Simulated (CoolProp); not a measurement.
R141b at 293.15 K and 0.0527 MPa is throttled through a valve to 0.00257 MPa with no heat exchange. Each further row changes one setting.

Values from CoolProp's reference Helmholtz-energy equation of state, Lemmon 2006. It is a short technical equation, of lower accuracy than the large ones.

```tsv
case	temperature change (K)	final density (kg/m³)
as stated	-2.5	0.124
outlet pressure 0.000771 MPa	?	?
outlet pressure 0.00334 MPa	-2.4	?
```

Question: Fill in the missing entries.

Answer: 
- outlet pressure 0.000771 MPa, temperature change (K): -2.6
- outlet pressure 0.000771 MPa, final density (kg/m³): 0.0373
- outlet pressure 0.00334 MPa, final density (kg/m³): 0.162
